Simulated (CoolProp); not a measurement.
Computed with CoolProp (reference Helmholtz-energy equation of state, Tillner-Roth 1997).

Q: For CH2F2 (R32), give the phase and the cp (kJ/(kg K)) at 435 K and 0.69 bar; 435 K and 1.57 bar; 435 K and 18.5 bar.

A: 
- 435 K and 0.69 bar: gas; cp 1.05
- 435 K and 1.57 bar: gas; cp 1.05
- 435 K and 18.5 bar: gas; cp 1.13
